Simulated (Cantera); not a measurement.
Input: 1 mol Cr, 12 mol N₂O, 1.7 mol H₂, held at 877 °C and 0.0100 bar.

Equilibrium computed with Cantera from the NASA thermochemical tables; the gas is ideal and each condensed phase is pure. Kinetics and transport are ignored.

```
species          before     after
-------------  --------  --------
N₂                0.663     0.658
O₂                0.243     0.237
H₂O              0.0939    0.0907
NO             0.000130   0.00646
CrO₂              <1e-9  0.000321
H                 <1e-9  0.000219
O               4.10e-8   0.00220
CrO₃              <1e-9   5.04e-5
H₂              8.18e-9  0.000365
OH              4.68e-6   0.00494
Cr₂O₃(s), mol     0.500     0.497
```
Gas species are given as mole fractions.

Problem. Which change was made?
(A) H₂ from 1.7 to 4 mol
(B) H₂ from 1.7 to 150 mol
(C) temperature from 877 °C to 1677 °C
(D) temperature from 877 °C to 1277 °C

Solution. C, temperature from 877 °C to 1677 °C
